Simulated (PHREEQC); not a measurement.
Copper plating or etch bath: speciation

A solution holds 0.021 mol/kgw Cu(NO3)2, 0.13 mol/kgw HNO3 and 0.0013 mol/kgw FeCl3, at 82 °C. Closed to the air; pH follows from the charge balance.

All values are PHREEQC results (ion-association model, wateq4f.dat), not measurements.

This is a speciation only: nothing precipitates in the calculation.

**Question.** Predict the pH, activity of water.

**Answer.** pH 0.99; activity of water 0.994.

**Question.** In which forms is Fe present?

**Answer.** Fe+3 64 %, FeOH+2 27 %, FeCl+2 7.9 %, Fe2(OH)2+4 0.9 % of the Fe.

The solution is supersaturated, for example in Hematite (slow to form), Goethite (slow to form), so a real one may precipitate; this is no full list. Complexes and solids missing from the database can't appear. Constants without temperature data keep their 25 °C values here.
